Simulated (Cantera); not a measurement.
# SiH4 + NH3 (silicon nitride deposition)

Charge: 1 mol SiH4, 18 mol NH3, held at 97.0 Pa.

These are equilibrium values from Cantera (NASA tables, ideal gas, pure condensed phases), not measurements of a reactor. Candidate condensed phases: Si, Si3N4; 18 gas species. The tables' values for SiN are old estimates; treat these amounts as uncertain. Gases not in the tables: Si2H6 and higher silanes. Kinetics and transport are ignored.

From 600 °C to 1300 °C the condensed part is Si3N4(s). At 1400 °C the condensed part is Si(s). From 1500 °C to 1600 °C the condensed part is Si(l). From 1700 °C to 1900 °C nothing is condensed.

| T (°C) | x H2 | x N2 | x H | x Si | x SiH | x Si2 | x SiN | x Si2N | n Si3N4(s) | n Si(s) | n Si(l) |
|---|---|---|---|---|---|---|---|---|---|---|---|
| 600 | 0.777 | 0.223 | 1.32e-9 | <1e-12 | <1e-12 | <1e-12 | <1e-12 | <1e-12 | 0.333 | 0 | 0 |
| 700 | 0.777 | 0.223 | 3.06e-8 | <1e-12 | <1e-12 | <1e-12 | <1e-12 | <1e-12 | 0.333 | 0 | 0 |
| 800 | 0.777 | 0.223 | 3.96e-7 | <1e-12 | <1e-12 | <1e-12 | <1e-12 | <1e-12 | 0.333 | 0 | 0 |
| 900 | 0.777 | 0.223 | 3.34e-6 | <1e-12 | <1e-12 | <1e-12 | <1e-12 | <1e-12 | 0.333 | 0 | 0 |
| 1000 | 0.777 | 0.223 | 2.02e-5 | 2.00e-10 | 5.29e-11 | <1e-12 | 1.18e-11 | <1e-12 | 0.333 | 0 | 0 |
| 1100 | 0.777 | 0.223 | 9.42e-5 | 2.34e-8 | 3.66e-9 | <1e-12 | 8.00e-10 | 5.96e-11 | 0.333 | 0 | 0 |
| 1200 | 0.776 | 0.223 | 0.000358 | 1.43e-6 | 1.41e-7 | 3.80e-10 | 3.04e-8 | 1.12e-8 | 0.333 | 0 | 0 |
| 1300 | 0.776 | 0.223 | 0.00115 | 5.13e-5 | 3.39e-6 | 9.74e-8 | 7.20e-7 | 1.06e-6 | 0.333 | 0 | 0 |
| 1400 | 0.760 | 0.236 | 0.00319 | 0.000431 | 1.98e-5 | 1.66e-6 | 4.33e-6 | 7.79e-6 | 0 | 0.982 | 0 |
| 1500 | 0.754 | 0.235 | 0.00793 | 0.00220 | 7.33e-5 | 1.22e-5 | 1.59e-5 | 2.64e-5 | 0 | 0 | 0.909 |
| 1600 | 0.740 | 0.232 | 0.0178 | 0.00909 | 0.000227 | 6.79e-5 | 4.91e-5 | 7.31e-5 | 0 | 0 | 0.623 |
| 1700 | 0.712 | 0.227 | 0.0366 | 0.0240 | 0.000456 | 0.000171 | 9.88e-5 | 9.80e-5 | 0 | 0 | 0 |
| 1800 | 0.683 | 0.223 | 0.0698 | 0.0241 | 0.000357 | 6.94e-5 | 7.80e-5 | 2.25e-5 | 0 | 0 | 0 |
| 1900 | 0.636 | 0.217 | 0.124 | 0.0236 | 0.000274 | 2.91e-5 | 6.10e-5 | 5.59e-6 | 0 | 0 | 0 |
x: gas mole fraction; n: condensed amount in mol.
